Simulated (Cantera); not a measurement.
An adiabatic, constant-volume homogeneous reactor starts with CH3OH : O2 : N2 : H2O = 1 : 0.682 : 2.56 : 0.29 (molar parts), equivalence ratio 2.2, at 1725 K and 600 Torr. Integrator tolerance rtol = 1e-08.

Model: GRI-Mech 3.0 (53 species, 325 reactions), integrated in Cantera. GRI-Mech 3.0 was tuned for natural gas; its chemistry of methanol as a main component is partial and can be far from experiment.

```tsv
quantity	before	after
time of steepest temperature rise	26.0 µs	24.5 µs
temperature at 8.00 s	2799 K	2777 K
equilibrium temperature	2799 K	2777 K
x(CH3OH) at 8.00 s	<1e-12 (gas-phase equilibrium <1e-12)	<1e-12 (gas-phase equilibrium <1e-12)
x(O2) at 8.00 s	0.000781 (gas-phase equilibrium 0.000781)	0.000767 (gas-phase equilibrium 0.000767)
x(H2O) at 8.00 s	0.229 (gas-phase equilibrium 0.229)	0.245 (gas-phase equilibrium 0.245)
x(CO2) at 8.00 s	0.0325 (gas-phase equilibrium 0.0325)	0.0338 (gas-phase equilibrium 0.0338)
x(C2H6) at 8.00 s	<1e-12 (gas-phase equilibrium <1e-12)	<1e-12 (gas-phase equilibrium <1e-12)
x(CH3) at 8.00 s	1.32e-11 (gas-phase equilibrium 1.53e-11)	1.14e-11 (gas-phase equilibrium 1.33e-11)
x(O) at 8.00 s	0.00116 (gas-phase equilibrium 0.00116)	0.00106 (gas-phase equilibrium 0.00106)
```

**Question.** Which change was made?
A) O2 0.682 to 0.28 parts
B) pressure from 600 Torr to 21000 Torr
C) initial temperature 1725 to 1700 K
D) H2O 0.29 to 0.43 parts

**Answer.** D, H2O 0.29 to 0.43 parts
